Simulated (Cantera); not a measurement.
Source: NASA polynomial tables (part measured, part estimated), evaluated in Cantera. Values are per mole of reaction as written; species without (g) are pure solids or liquids, kept so even where they would boil at 1 bar.

3 TiO2 + 2 C3H8(g) + 2 H(g) ⇌ 3 C2H5OH(g) + 3 TiO(g), with ΔH° = 2065.9 kJ and ΔS° = 620.8 J/K at 300 K.

Task: How far is the shortcut ΔG° ≈ ΔH°(300 K) − T·ΔS°(300 K) from the full temperature-dependent value at 1123, 1273, 1423, 1573, 1723 K?

Result: 
```json
[
 {"T (K)": "1123", "shortcut (kJ)": "1368.7", "full (kJ)": "1416.3", "difference (kJ)": "-47.6", "difference in log10 K": "2.21"},
 {"T (K)": "1273", "shortcut (kJ)": "1275.6", "full (kJ)": "1338.4", "difference (kJ)": "-62.8", "difference in log10 K": "2.58"},
 {"T (K)": "1423", "shortcut (kJ)": "1182.5", "full (kJ)": "1261.7", "difference (kJ)": "-79.3", "difference in log10 K": "2.91"},
 {"T (K)": "1573", "shortcut (kJ)": "1089.3", "full (kJ)": "1186.2", "difference (kJ)": "-96.9", "difference in log10 K": "3.22"},
 {"T (K)": "1723", "shortcut (kJ)": "996.2", "full (kJ)": "1111.8", "difference (kJ)": "-115.6", "difference in log10 K": "3.50"}
]
```
The shortcut ignores the heat-capacity change of the reaction.
